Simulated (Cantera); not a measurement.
Feed: 1 mol V2O3, 2.3 mol H2, 1.7 mol N2, held at 0.000140 bar.

Cantera equilibrium calculation (NASA polynomials, part measured and part estimated; ideal gas, pure solids and liquids). Candidate condensed phases: H2O, V, VN, VO, V2O3, V2O4, V2O5; 28 gas species. Mutual solubility and eutectic melting of coexisting phases are not modelled. VN, VO: taken at fixed stoichiometry. Condensed phases not in the tables: the oxides between V2O3 and V2O5 other than VO2, solid solutions among these carbides, nitrides and lower oxides, V2N. Equilibrium is a limit: real reactors are often held back by kinetics, nucleation or transport.

log p: log10 of the partial pressure in bar; n: condensed amount in mol.

| T (°C) | log p H2 | log p N2 | log p H | log p H2O | log p VO2 | log p VO | log p OH | n VN(s) | n V2O3(s) | n VO(s) |
|---|---|---|---|---|---|---|---|---|---|---|
| 852 | -4.09 | -4.23 | -9.40 | -7.56 | -15.50 | <-15 | -15.15 | 0.000528 | 1.000 | 0 |
| 902 | -4.09 | -4.23 | (withheld) | -7.54 | (withheld) | (withheld) | (withheld) | 0 | 0.999 | (withheld) |
| 952 | -4.09 | -4.23 | -8.55 | -7.35 | -13.57 | -14.46 | -13.85 | 0 | 0.999 | 0.00257 |
| 1002 | -4.09 | -4.23 | -8.18 | -7.17 | -12.67 | -13.56 | -13.19 | 0 | 0.998 | 0.00384 |
| 1052 | -4.09 | -4.23 | -7.83 | -7.01 | -11.85 | -12.73 | -12.59 | 0 | 0.997 | 0.00556 |
| 1102 | -4.10 | -4.23 | -7.51 | -6.86 | -11.09 | -11.96 | -12.02 | 0 | 0.996 | 0.00785 |
| 1152 | -4.10 | -4.23 | -7.21 | -6.72 | -10.38 | -11.25 | -11.50 | 0 | 0.995 | 0.0108 |
| 1202 | -4.10 | -4.23 | -6.94 | -6.60 | -9.72 | -10.59 | -11.02 | 0 | 0.993 | 0.0145 |
| 1252 | -4.10 | -4.23 | (withheld) | (withheld) | (withheld) | (withheld) | (withheld) | 0 | 0.990 | (withheld) |
| 1302 | -4.10 | -4.23 | -6.43 | -6.36 | -8.54 | -9.39 | -10.14 | 0 | 0.988 | 0.0249 |
| 1352 | -4.10 | -4.23 | -6.20 | -6.26 | -8.00 | -8.86 | -9.74 | 0 | 0.984 | 0.0318 |
| 1402 | -4.10 | -4.23 | -5.99 | -6.16 | -7.50 | -8.35 | -9.36 | 0 | 0.979 | 0.0403 |
| 1452 | -4.11 | -4.23 | -5.78 | -6.07 | -7.03 | -7.88 | -9.01 | 0 | 0.973 | 0.0511 |

**Question.** What belongs in the gaps?

**Answer.** 
- 1252, log p H: -6.67
- 1252, log p H2O: -6.48
- 1252, log p VO2: -9.11
- 1252, log p VO: -9.97
- 1252, log p OH: -10.56
- 1252, n VO(s): 0.0192
- 902, log p H: -8.96
- 902, log p VO2: -14.54
- 902, log p VO: -15.45
- 902, log p OH: -14.56
- 902, n VO(s): 0.00166
